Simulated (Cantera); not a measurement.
**Roasting and sulfation: MgCO3 + H2S + O2**

Charge: 1 mol MgCO3, a varied amount of H2S, 3.5 mol O2, equilibrated at 752 °C and 0.0100 bar.

These are equilibrium values from Cantera (NASA tables, ideal gas, pure condensed phases), not measurements of a reactor. Candidate condensed phases: C, C6H6, C7H8, C8H18, H2O, H2SO4, Mg, MgCO3, MgO, Mg(OH)2, MgS, MgSO4, S; 130 gas species. Mutual solubility and eutectic melting of coexisting phases are not modelled. Gases not in the tables: S3 to S7. The numbers say what is thermodynamically allowed, not how fast it happens.

| n(H2S) (mol) | x O2 | x H2O | x SO2 | x CO2 | x S2 | x H2S | n MgO(s) | n MgSO4(s) |
|---|---|---|---|---|---|---|---|---|
| 0.11 | 0.740 | 0.0247 | 0.00985 | 0.224 | <1e-12 | <1e-12 | 0.939 | 0.0609 |
| 0.18 | 0.720 | 0.0410 | 0.00999 | 0.228 | <1e-12 | <1e-12 | 0.869 | 0.131 |
| 0.3 | 0.684 | 0.0702 | 0.0102 | 0.234 | <1e-12 | <1e-12 | 0.749 | 0.251 |
| 0.51 | 0.616 | 0.126 | 0.0108 | 0.246 | <1e-12 | <1e-12 | 0.539 | 0.461 |
| 0.86 | 0.486 | 0.232 | 0.0122 | 0.269 | <1e-12 | <1e-12 | 0.189 | 0.811 |
| 1.4 | 0.241 | 0.380 | 0.102 | 0.271 | <1e-12 | <1e-12 | 0 | 1.00 |
| 2.4 | <1e-12 | 0.413 | 0.402 | 0.173 | 0.00642 | 0.00178 | 1.00 | 0 |
| 4.1 | <1e-12 | 0.486 | 0.204 | 0.126 | 0.143 | 0.0301 | 1.00 | 0 |
x: gas mole fraction; n: condensed amount in mol.

From 0.11 mol H2S to 0.86 mol H2S the condensed part is MgO(s) + MgSO4(s). At 1.4 mol H2S the condensed part is MgSO4(s). From 2.4 mol H2S to 4.1 mol H2S the condensed part is MgO(s).
